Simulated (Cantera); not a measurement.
A perfectly stirred reactor is fed with 17.1 % CO, 14.2 % H2, 2.57 % CH4, 13.9 % O2, 52.2 % N2, at 12000 Torr; it is adiabatic with a 773 K inlet, and is followed from long to short residence time, starting on the burning branch (τ in s: 0.038, 0.014, 0.005, 0.0018, 0.00066, 0.00024, 8.6e-05, 3.1e-05, 1.1e-05, 4.1e-06).

Computed with Cantera and GRI-Mech 3.0 (53 species, 325 reactions). The pressure lies above the range GRI-Mech 3.0 was tuned for (to about 10 atm).

x: mole fraction; the columns are a selection and need not sum to one.

```csv
τ (s),T (K),x CO,x H2,x CH4,x CH3,x H2O,x NO2
0.038,2571,0.119,0.0339,…,3.05e-7,0.176,4.14e-8
0.014,2570,0.119,0.0339,…,8.03e-7,0.176,4.19e-8
0.0050,2568,0.119,0.0339,…,2.08e-6,0.176,4.33e-8
0.0018,2564,0.119,0.0339,…,4.89e-6,0.175,4.67e-8
0.00066,2554,0.119,0.0340,…,9.97e-6,0.175,5.42e-8
0.00024,2537,0.120,0.0342,…,1.81e-5,0.173,6.69e-8
8.6e-5,2505,0.121,0.0347,…,3.09e-5,0.171,8.13e-8
3.1e-5,2453,0.123,0.0355,…,5.17e-5,0.167,8.84e-8
1.1e-5,2370,0.126,0.0368,…,9.01e-5,0.162,8.14e-8
4.1e-6,2255,0.133,0.0385,…,0.000164,0.155,6.28e-8
```

Task: Some entries are withheld; supply them.

Result: 
- 0.038, x CH4: 4.88e-7
- 0.014, x CH4: 1.27e-6
- 0.0050, x CH4: 3.22e-6
- 0.0018, x CH4: 7.21e-6
- 0.00066, x CH4: 1.37e-5
- 0.00024, x CH4: 2.33e-5
- 8.6e-5, x CH4: 3.90e-5
- 3.1e-5, x CH4: 6.86e-5
- 1.1e-5, x CH4: 0.000136
- 4.1e-6, x CH4: 0.000310
